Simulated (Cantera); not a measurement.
An adiabatic, constant-volume homogeneous reactor starts with CH₄ : CO : O₂ : N₂ = 1 : 0.031 : 1.44 : 5.41 (molar parts), at 1000 K and 9.87 atm. Integrator tolerance rtol = 1e-08.

Model: GRI-Mech 3.0 (53 species, 325 reactions), integrated in Cantera.

```json
[
 {"quantity": "time of steepest temperature rise", "before": "0.106 s", "after": "0.109 s"},
 {"quantity": "temperature at 0.300 s", "before": "2855 K", "after": "2510 K"},
 {"quantity": "equilibrium temperature", "before": "2855 K", "after": "2510 K"},
 {"quantity": "x(CH₄) at 0.300 s", "before": "6.43e-11 (gas-phase equilibrium 7.28e-11)", "after": "2.38e-11 (gas-phase equilibrium 2.69e-11)"},
 {"quantity": "x(CO) at 0.300 s", "before": "0.0832 (gas-phase equilibrium 0.0832)", "after": "0.0804 (gas-phase equilibrium 0.0804)"},
 {"quantity": "x(O₂) at 0.300 s", "before": "0.000252 (gas-phase equilibrium 0.000252)", "after": "4.07e-5 (gas-phase equilibrium 4.07e-5)"},
 {"quantity": "x(CH₂O) at 0.300 s", "before": "5.60e-8 (gas-phase equilibrium 5.60e-8)", "after": "1.80e-8 (gas-phase equilibrium 1.80e-8)"},
 {"quantity": "x(NO) at 0.300 s", "before": "0.00124 (gas-phase equilibrium 0.00124)", "after": "0.000295 (gas-phase equilibrium 0.000295)"}
]
```

Question: Which change was made?
A. constant pressure in place of constant volume
B. initial temperature 1000 to 1398 K
C. O2 1.44 to 0.65 parts
D. pressure from 9.87 atm to 1.00 atm

Answer: A, constant pressure in place of constant volume
